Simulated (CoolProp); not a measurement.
Methanol along the isotherm 288.45 °C: density (kg/m³) from the reference equation and from simpler models built on Tc = 240.2 °C, pc = 8.216 MPa, ω = 0.565; each cubic takes its own stable root.

Values from CoolProp's reference Helmholtz-energy equation of state, de Reuck 1993.

```csv
p (MPa),phase,reference,ideal gas,van der Waals,Redlich-Kwong,Soave-Redlich-Kwong
0.274,gas,1.894,1.880,1.895,1.897,1.895
0.548,gas,3.817,3.760,3.822,3.828,3.821
0.822,gas,5.771,5.641,5.781,5.795,5.779
1.1,gas,7.786,7.548,7.804,7.829,7.799
1.37,gas,9.778,9.401,9.803,9.842,9.794
1.64,gas,11.80,11.25,11.84,11.89,11.82
1.92,gas,13.94,13.18,13.99,14.07,13.97
2.19,gas,16.05,15.03,16.11,16.21,16.07
2.46,gas,18.19,16.88,18.26,18.39,18.21
2.74,gas,20.46,18.80,20.55,20.71,20.48
3.01,gas,22.70,20.66,22.80,22.99,22.70
3.29,gas,25.07,22.58,25.19,25.41,25.06
3.56,gas,27.40,24.43,27.54,27.81,27.37
3.83,gas,29.79,26.28,29.96,30.26,29.73
4.11,gas,32.32,28.20,32.52,32.87,32.24
```
